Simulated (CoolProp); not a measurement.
Computed with CoolProp (reference Helmholtz-energy equation of state, Thol 2018).

For hydrogen chloride, give the phase and the cv (kJ/(kg K)), speed of sound (m/s), Joule-Thomson coefficient (K/MPa), fugacity coefficient at -7.35 °C and 10.5 MPa.


- -7.35 °C and 10.5 MPa: liquid; cv 0.912, speed of sound 770, Joule-Thomson coefficient -0.0641, fugacity coefficient 0.191
